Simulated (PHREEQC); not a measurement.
Solution (67 °C): 0.28 mol/kgw HCl and 0.003 mol/kgw CaBr2. Closed to the air; pH follows from the charge balance.

Equilibrium calculation in PHREEQC: Pitzer model, pitzer.dat.

No solid was allowed to form.

Predict the pH.

pH 0.67.

Away from 25 °C the constants follow the database's enthalpies or fits; those with neither stay at their 25 °C values.
